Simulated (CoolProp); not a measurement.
Computed with CoolProp (reference Helmholtz-energy equation of state, Bücker 2006).

Problem. For ethane, give the phase and the speed of sound (m/s), Joule-Thomson coefficient (K/MPa) at 158.8 K and 6.09 bar.

Solution. 
- 158.8 K and 6.09 bar: liquid; speed of sound 1510, Joule-Thomson coefficient -0.501
